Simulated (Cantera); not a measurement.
A freely propagating, adiabatic, planar premixed flame of CH₄ : CO : O₂ : N₂ = 1 : 0.034 : 2.4 : 9.03 (molar parts), equivalence ratio 0.84, unburnt at 600 K and 1000000 Pa; mixture-averaged transport, grid criteria slope 0.08 and curve 0.16, no radiation.

Cantera simulation using GRI-Mech 3.0 (53 species, 325 reactions); the numbers are that mechanism's predictions, not measurements. Burning velocities carry a grid error of a few per cent, more on coarse grids.

Task: What does this change do: 0.36 parts H2 added?

Result: 
```
quantity                     before      after
------------------------  ---------  ---------
laminar burning velocity  45.0 cm/s  61.1 cm/s
thermal thickness         0.0711 mm  0.0590 mm
peak x(C₂H₆)               0.000566   0.000548
peak x(HCN)                 1.34e-6    2.52e-6
```

Task: What does this change do: O2 2.4 to 1.9 parts?

Result: 
| quantity | before | after |
|---|---|---|
| laminar burning velocity | 45.0 cm/s | 31.2 cm/s |
| thermal thickness | 0.0711 mm | 0.0981 mm |
| peak x(H₂) | 0.00685 | 0.0119 |
| peak x(C₂H₆) | 0.000566 | 0.000687 |
| peak x(HCN) | 1.34e-6 | 7.33e-6 |
